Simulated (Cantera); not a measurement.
**Catalytic combustion on Pt**

An isothermal plug-flow reactor at 900 K and 67000 Pa (inlet), inlet velocity 2.8 m/s, active area per volume 290 1/m; feed CO : O₂ : N₂ : H₂O = 0.022 : 0.023 : 0.79 : 0.038 (molar parts), equivalence ratio 0.48.

Model: Deutschmann's 1995 Pt surface mechanism with GRI-Mech 3.0 gas chemistry, integrated in Cantera. Catalytic surfaces can have several steady states; this one follows from the mechanism file's or the stated starting coverage. Mass transfer to the wall is taken as infinitely fast.

```csv
z (m),x CO,x O₂,x H₂O,x CO₂,θ free Pt,θ O*,θ OH*,θ CO*
0.00099,0.0193,0.0234,0.0437,0.00602,0.386,0.00415,0.000454,0.609
0.0018,0.0138,0.0207,0.0438,0.0116,0.439,0.00521,0.000543,0.555
0.0031,0.000761,0.0143,0.0441,0.0248,0.387,0.605,0.00551,0.00248
0.0056,1.48e-5,0.0139,0.0441,0.0255,0.199,0.796,0.00454,9.95e-6
0.0099,4.23e-8,0.0139,0.0441,0.0255,0.199,0.797,0.00453,2.82e-8
0.018,<1e-12,0.0139,0.0441,0.0255,0.199,0.797,0.00453,<1e-12
0.031,<1e-12,0.0139,0.0441,0.0255,0.199,0.797,0.00453,<1e-12
0.056,<1e-12,0.0139,0.0441,0.0255,0.199,0.797,0.00453,<1e-12
0.099,<1e-12,0.0139,0.0441,0.0255,0.199,0.797,0.00453,<1e-12
```
x: gas mole fraction; θ: surface coverage.
